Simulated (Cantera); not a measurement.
Cantera run:

```python
import numpy as np
import cantera as ct

gas_names = """
    C CH CH2 CH3 CH4 C2 C2H C2H2,acetylene C2H2,vinylidene C2H3,vinyl C2H4 C2H5 C2H6 C3 C3H3,propargyl
    C3H4,allene C3H4,propyne C3H4,cyclo- C3H5,allyl C3H6,propylene C3H6,cyclo- C3H7,n-propyl
    C3H7,i-propyl C3H8 C4 C4H2 C4H4,1,3-cyclo- C4H6,butadiene C4H6,2-butyne C4H6,cyclo- C4H8,1-butene
    C4H8,cis2-buten C4H8,tr2-butene C4H8,isobutene C4H8,cyclo- C4H9,n-butyl C4H9,i-butyl C4H9,s-butyl
    C4H9,t-butyl C4H10,isobutane C4H10,n-butane C5 C5H6,1,3cyclo- C5H8,cyclo- C5H10,1-pentene
    C5H10,cyclo- C5H11,pentyl C5H11,t-pentyl C5H12,n-pentane C5H12,i-pentane CH3C(CH3)2CH3 C6H2
    C6H5,phenyl C6H6 C6H10,cyclo- C6H12,1-hexene C6H12,cyclo- C6H13,n-hexyl C7H7,benzyl C7H8
    C7H14,1-heptene C7H15,n-heptyl C7H16,n-heptane C8H8,styrene C8H10,ethylbenz C8H16,1-octene
    C8H17,n-octyl C8H18,isooctane C8H18,n-octane C9H19,n-nonyl C10H8,naphthale C10H21,n-decyl
    C12H9,o-bipheny C12H10,bipheny H H2
""".split()
cond_names = """
    C(gr) C6H6(L) C7H8(L) C8H18(L),n-octa
""".split()


def load(file, names, dense=False):
    # The tables refer to 1 bar. Condensed volumes are neglected.
    table = {s.name: s for s in ct.Species.list_from_file(file)}
    out = []
    for n in names:
        d = dict(table[n].input_data)
        d["thermo"] = dict(d["thermo"], **{"reference-pressure": 1e5})
        if dense:
            d["equation-of-state"] = {"model": "constant-volume", "density": "1e6 g/cm^3"}
        out.append(ct.Species.from_dict(d))
    return out


gas = ct.Solution(thermo="ideal-gas", species=load("nasa_gas.yaml", gas_names))
cond = {s.name: ct.Solution(thermo="fixed-stoichiometry", species=[s], name=s.name)
        for s in load("nasa_condensed.yaml", cond_names, dense=True)}
atoms = {
    'C3H8': {'C': 3, 'H': 8},
    'H2': {'H': 2},
}
top_T = {'C(gr)': 4500}  # K; cautious upper limits of use, not melting points


def equilibrate(T, P, feed):
    n = {}
    for name, mol in feed.items():
        for a, k in atoms[name].items():
            n[a] = n.get(a, 0.0) + k * mol
    gas.TPX = T, P, n
    mass = sum(n.values()) * gas.mean_molecular_weight
    gas.equilibrate("TP")
    valid = [c for c in cond.values() if c.min_temp <= T <= top_T.get(c.name, c.max_temp)]
    mix = ct.Mixture([(gas, mass / gas.mean_molecular_weight)] + [(c, 0.0) for c in valid])
    mix.T, mix.P = T, P
    mix.equilibrate("TP", solver="vcs", rtol=1e-11, max_steps=5000)
    return mix


results = []
feed = {'C3H8': 1, 'H2': 15}  # mol
T = 650  # K
P = 13332.2  # Pa
mix = equilibrate(T, P, feed)
results.append((T, P, feed, dict(zip(mix.species_names, mix.species_moles))))
x = sorted(zip(gas.X, gas.species_names), reverse=True)
print(f"T = {T:g} K  P = {P:g} Pa  gas = {mix.phase_moles(0):.4g} mol")
print("   x: " + "  ".join(f"{s} {v:.3e}" for v, s in x if v > 1e-05))
print("   condensed (mol): " + ("  ".join(f"{mix.phase(i).name} {mix.phase_moles(i):.4g}"
      for i in range(1, mix.n_phases) if mix.phase_moles(i) > 1e-12) or "none"))
```

Result:

```
T = 650 K  P = 13332.2 Pa  gas = 16 mol
   x: H2 8.125e-01  CH4 1.875e-01
   condensed (mol): none
```

These are equilibrium values from Cantera (NASA tables, ideal gas, pure condensed phases), not measurements of a reactor.
